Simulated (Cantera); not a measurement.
Charge: 1 mol SiC, 0.0036 mol H2O, 700 mol H2, 0.013 mol CO2, equilibrated at 29000 Pa.

Cantera equilibrium calculation (NASA polynomials, part measured and part estimated; ideal gas, pure solids and liquids). Candidate condensed phases: C, C6H6, C7H8, C8H18, H2O, Si, SiC, SiO2; 123 gas species. The numbers say what is thermodynamically allowed, not how fast it happens.

**Question.** At 1400 K, list the 4 most abundant gas species with their mole fractions, and the condensed phases.

**Answer.** H2 1.000, CH4 3.19e-5, SiO 2.74e-5, CO 1.42e-5. Condensed: SiC(s).
